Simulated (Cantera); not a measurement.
Feed: 1 mol Si, 0.07 mol N₂O, 130 mol H₂.

These are equilibrium values from Cantera (NASA tables, ideal gas, pure condensed phases), not measurements of a reactor. Candidate condensed phases: H₂O, Si, SiO₂, Si₂N₂O, Si₃N₄; 35 gas species. Mutual solubility and eutectic melting of coexisting phases are not modelled. Equilibrium is a limit: real reactors are often held back by kinetics, nucleation or transport.

Problem. What condenses at these points (T in °C, P in Pa): (1627, 1600); (1277, 1600); (1177, 1600); (1427, 2.5); (1177, 7900); (1727, 1600)?

Solution. 
| T (°C) | P in Pa | condensed phases | Si condensed (%) |
|---|---|---|---|
| 1627 | 1600 | Si | 80.6 |
| 1277 | 1600 | Si | 92.9 |
| 1177 | 1600 | Si + Si₂N₂O | 98.3 |
| 1427 | 2.5 | gas only | 0.0 |
| 1177 | 7900 | Si + Si₂N₂O | 99.7 |
| 1727 | 1600 | Si | 51.8 |
